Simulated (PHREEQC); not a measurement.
A solution holds 0.052 mol AgNO3 and 0.0019 mol NaNO3 per kg of water, at 25 °C. Closed to the air; pH follows from the charge balance.

All values are PHREEQC results (ion-association model, wateq4f.dat), not measurements.

This is a speciation only: nothing precipitates in the calculation.

Problem. Estimate the pH.

Solution. pH 6.67.

Problem. In which forms is Ag present?

Solution. Ag+ 98 %, AgNO3 1.7 % of the Ag.
